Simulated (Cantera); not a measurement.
Input (Python, Cantera) and output of one run.

```python
import numpy as np
import cantera as ct

gas_names = """
    CL CLO CL2 H HCL HOCL HO2 H2 H2O H2O2 O OH O2 O3 Si SiCL SiCL2 SiCL3 SiCL4 SiH SiHCL3 SiH2 SiH2CL2
    SiH3 SiH3CL SiH4 SiO SiO2 Si2 Si3
""".split()
cond_names = """
    H2O(s) H2O(L) Si(cr) Si(L) SiO2(Lqz) SiO2(hqz) SiO2(L)
""".split()


# ... load() reads the species with a 1 bar reference pressure and builds the phases ...
atoms = {
    'SiH2Cl2': {'Si': 1, 'H': 2, 'CL': 2},
    'O2': {'O': 2},
    'H2': {'H': 2},
}
top_T = {}  # K; cautious upper limits of use, not melting points


# ... equilibrate(T, P, feed) seeds the gas with the atoms and calls Mixture.equilibrate('TP', solver="vcs", rtol=1e-11, max_steps=5000) ...
results = []
feed = {'SiH2Cl2': 1, 'O2': 0.088, 'H2': 2.4}  # mol
P = 100000  # Pa
for T in [848, 873, 898, 923, 948, 973, 998, 1023, 1048, 1073, 1098]:
    mix = equilibrate(T, P, feed)
    results.append((T, P, feed, dict(zip(mix.species_names, mix.species_moles))))

top = {s: max(r[3][s] / sum(r[3][g] for g in gas_names) for r in results) for s in gas_names}
cols = sorted((s for s in top if top[s] > 0.001), key=lambda s: -top[s])[:5]
seen = [c for c in cond_names if any(r[3].get(c, 0) > 1e-12 for r in results)]
print("log10 of partial pressures in bar; condensed amounts in mol")
print(f"{'T/K':>10s}" + "".join(f"{s[:9]:>10s}" for s in cols + seen))
for T, P, feed, n in results:
    ng = sum(n[g] for g in gas_names)
    print(f"{T:10.4g}" + "".join(f"{np.log10(max(n[s] / ng * P / 1e5, 1e-99)):10.3f}" for s in cols)
          + "".join(f"{n.get(c, 0):10.4g}" for c in seen))
```

Result:

```
log10 of partial pressures in bar; condensed amounts in mol
       T/K        H2     SiCL4    SiHCL3       HCL   SiH2CL2    Si(cr) SiO2(hqz)
       848    -0.069    -1.051    -1.283    -2.627    -2.571    0.3588     0.088
       873    -0.069    -1.051    -1.287    -2.502    -2.563    0.3598     0.088
       898    -0.069    -1.051    -1.292    -2.384    -2.556    0.3611     0.088
       923    -0.070    -1.051    -1.296    -2.273    -2.550    0.3625     0.088
       948    -0.070    -1.052    -1.301    -2.168    -2.545    0.3641     0.088
       973    -0.071    -1.053    -1.306    -2.068    -2.540     0.366     0.088
       998    -0.071    -1.055    -1.312    -1.974    -2.536    0.3681     0.088
      1023    -0.072    -1.058    -1.317    -1.885    -2.533    0.3704     0.088
      1048    -0.073    -1.061    -1.324    -1.801    -2.531     0.373     0.088
      1073    -0.074    -1.066    -1.331    -1.721    -2.529    0.3757     0.088
      1098    -0.076    -1.072    -1.339    -1.645    -2.529    0.3786     0.088
```

Cantera equilibrium calculation (NASA polynomials, part measured and part estimated; ideal gas, pure solids and liquids). Mutual solubility and eutectic melting of coexisting phases are not modelled. The tables' values for SiCl3 are old estimates; treat these amounts as uncertain.
